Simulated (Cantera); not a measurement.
An adiabatic, constant-pressure homogeneous reactor starts with 15.4 % CH3OH, 17.7 % O2, 66.9 % N2, equivalence ratio 1.3, at 1248 K and 825 Torr.

Computed with Cantera and GRI-Mech 3.0 (53 species, 325 reactions). GRI-Mech 3.0 was tuned for natural gas; its chemistry of methanol as a main component is partial and can be far from experiment.

Question: Predict: time of steepest temperature rise; temperature at 0.700 s; equilibrium temperature; x(O2) at 0.700 s; x(CO2) at 0.700 s; x(OH) at 0.700 s; x(HCN) at 0.700 s.

Answer: time of steepest temperature rise: 3.90 ms
temperature at 0.700 s: 2631 K
equilibrium temperature: 2631 K
x(O2) at 0.700 s: 0.00379 (gas-phase equilibrium 0.00379)
x(CO2) at 0.700 s: 0.0635 (gas-phase equilibrium 0.0635)
x(OH) at 0.700 s: 0.0114 (gas-phase equilibrium 0.0114)
x(HCN) at 0.700 s: 4.01e-9 (gas-phase equilibrium 4.01e-9)
